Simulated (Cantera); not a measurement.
Cantera run:

```python
import numpy as np
import cantera as ct

gas_names = """
    H H2 N NH NH2 NH3 N2 N2H2 N2H4 Si SiH SiH2 SiH3 SiH4 SiN Si2 Si2N Si3
""".split()
cond_names = """
    Si(cr) Si(L) Si3N4(a)
""".split()


def load(file, names, dense=False):
    # The tables refer to 1 bar. Condensed volumes are neglected.
    table = {s.name: s for s in ct.Species.list_from_file(file)}
    out = []
    for n in names:
        d = dict(table[n].input_data)
        d["thermo"] = dict(d["thermo"], **{"reference-pressure": 1e5})
        if dense:
            d["equation-of-state"] = {"model": "constant-volume", "density": "1e6 g/cm^3"}
        out.append(ct.Species.from_dict(d))
    return out


gas = ct.Solution(thermo="ideal-gas", species=load("nasa_gas.yaml", gas_names))
cond = {s.name: ct.Solution(thermo="fixed-stoichiometry", species=[s], name=s.name)
        for s in load("nasa_condensed.yaml", cond_names, dense=True)}
atoms = {
    'trisilylamine': {'Si': 3, 'N': 1, 'H': 9},
    'NH3': {'N': 1, 'H': 3},
}
top_T = {'Si3N4(a)': 2400}  # K; cautious upper limits of use, not melting points


def equilibrate(T, P, feed):
    n = {}
    for name, mol in feed.items():
        for a, k in atoms[name].items():
            n[a] = n.get(a, 0.0) + k * mol
    gas.TPX = T, P, n
    mass = sum(n.values()) * gas.mean_molecular_weight
    gas.equilibrate("TP")
    valid = [c for c in cond.values() if c.min_temp <= T <= top_T.get(c.name, c.max_temp)]
    mix = ct.Mixture([(gas, mass / gas.mean_molecular_weight)] + [(c, 0.0) for c in valid])
    mix.T, mix.P = T, P
    mix.equilibrate("TP", solver="vcs", rtol=1e-11, max_steps=5000)
    return mix


results = []
feed = {'trisilylamine': 1, 'NH3': 0.41}  # mol
T = 1975  # K
P = 77  # Pa
mix = equilibrate(T, P, feed)
results.append((T, P, feed, dict(zip(mix.species_names, mix.species_moles))))
x = sorted(zip(gas.X, gas.species_names), reverse=True)
print(f"T = {T:g} K  P = {P:g} Pa  gas = {mix.phase_moles(0):.4g} mol")
print("   x: " + "  ".join(f"{s} {v:.3e}" for v, s in x if v > 1e-05))
print("   condensed (mol): " + ("  ".join(f"{mix.phase(i).name} {mix.phase_moles(i):.4g}"
      for i in range(1, mix.n_phases) if mix.phase_moles(i) > 1e-12) or "none"))
```

Result:

```
T = 1975 K  P = 77 Pa  gas = 6.225 mol
   x: H2 7.992e-01  N2 1.131e-01  H 4.408e-02  Si 4.198e-02  SiH 7.497e-04  Si2 4.094e-04  Si2N 1.457e-04  SiN 1.084e-04  Si3 8.887e-05  SiH2 7.348e-05
   condensed (mol): Si(L) 2.724
```

Equilibrium computed with Cantera from the NASA thermochemical tables; the gas is ideal and each condensed phase is pure. The feed counts by its element totals alone. The tables' values for SiN are old estimates; treat these amounts as uncertain. Gases not in the tables: Si2H6 and higher silanes.
